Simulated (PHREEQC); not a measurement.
0.014 g of hydrous ferric oxide (600 m²/g; 0.2 weak and 0.005 strong sites per Fe, Dzombak-Morel constants, diffuse double layer) in 1 kg of water with 0.3 mol/kgw of an inert sodium salt and 0.0011 mmol/kgw CaCl2, at 25 °C; the pH is set by adding NaOH or the inert anion's acid. O2 is buffered at 0.21 atm. No CO2 enters from the air. Precipitation was switched off in this run.

Base run: PHREEQC, ion-association model, wateq4f.dat. Each further column changes one thing. The table gives surface charge σ (C/m²).

```json
[
 {"pH": "4", "base": "0.349", "background salt from 0.3 to 0.03 mol/kgw": "?", "oxide from 0.014 to 0.07 g/kgw": "0.349"},
 {"pH": "5", "base": "0.269", "background salt from 0.3 to 0.03 mol/kgw": "?", "oxide from 0.014 to 0.07 g/kgw": "0.269"},
 {"pH": "6", "base": "0.154", "background salt from 0.3 to 0.03 mol/kgw": "?", "oxide from 0.014 to 0.07 g/kgw": "0.154"},
 {"pH": "7", "base": "0.066", "background salt from 0.3 to 0.03 mol/kgw": "0.028", "oxide from 0.014 to 0.07 g/kgw": "0.066"},
 {"pH": "8", "base": "0.006", "background salt from 0.3 to 0.03 mol/kgw": "0.002", "oxide from 0.014 to 0.07 g/kgw": "0.006"},
 {"pH": "9", "base": "-0.050", "background salt from 0.3 to 0.03 mol/kgw": "-0.020", "oxide from 0.014 to 0.07 g/kgw": "-0.050"},
 {"pH": "10", "base": "-0.124", "background salt from 0.3 to 0.03 mol/kgw": "-0.056", "oxide from 0.014 to 0.07 g/kgw": "-0.130"},
 {"pH": "11", "base": "-0.229", "background salt from 0.3 to 0.03 mol/kgw": "-0.128", "oxide from 0.014 to 0.07 g/kgw": "-0.241"},
 {"pH": "12", "base": "-0.317", "background salt from 0.3 to 0.03 mol/kgw": "?", "oxide from 0.014 to 0.07 g/kgw": "-0.335"}
]
```

Q: Complete the blanks.

A: 
- 4, background salt from 0.3 to 0.03 mol/kgw: 0.270
- 5, background salt from 0.3 to 0.03 mol/kgw: 0.157
- 6, background salt from 0.3 to 0.03 mol/kgw: 0.074
- 12, background salt from 0.3 to 0.03 mol/kgw: -0.246
